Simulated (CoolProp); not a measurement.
Properties of n-dodecane along the isobar 1550 kPa.

Computed with CoolProp (reference Helmholtz-energy equation of state, Lemmon 2004). It is a short technical equation, of lower accuracy than the large ones.

```csv
T (K),phase,Z,cv (kJ/(kg K)),isothermal compressibility (1/MPa),expansivity (1/kK),Prandtl number,fugacity coefficient
306.4,liquid,0.1399,1.847,0.001035,0.9891,20.1,2.578e-5
318.1,liquid,0.1363,1.891,0.001119,0.9991,17.4,6.127e-5
329.7,liquid,0.1331,1.935,0.001211,1.011,15.4,0.0001341
341.4,liquid,0.1301,1.980,0.001313,1.026,13.8,0.0002761
353.1,liquid,0.1273,2.026,0.001426,1.043,12.5,0.0005353
364.7,liquid,0.1247,2.071,0.001549,1.062,11.5,0.0009784
376.4,liquid,0.1224,2.117,0.001688,1.084,10.6,0.001713
388.1,liquid,0.1202,2.162,0.001843,1.109,9.84,0.002872
399.8,liquid,0.1183,?,0.002017,1.138,?,0.004629
411.4,liquid,0.1165,2.253,0.002211,1.169,8.66,0.007174
423.1,liquid,?,2.297,0.002433,1.204,8.18,0.01081
434.8,liquid,0.1134,2.342,0.002686,1.244,7.75,0.01580
446.4,liquid,0.1120,2.385,0.002973,1.287,7.36,0.02243
458.1,liquid,0.1109,2.429,0.003307,1.337,7.00,0.03115
469.8,liquid,0.1099,2.472,0.003696,1.393,6.67,0.04229
481.4,liquid,0.1090,2.514,0.004148,1.456,6.37,0.05610
```

Task: Some entries are withheld; supply them.

Result: 
- 399.8, cv (kJ/(kg K)): 2.208
- 399.8, Prandtl number: 9.21
- 423.1, Z: 0.1148

Viscosity comes from a separate model (Huber 2004). Thermal conductivity comes from a separate model (Huber 2004).
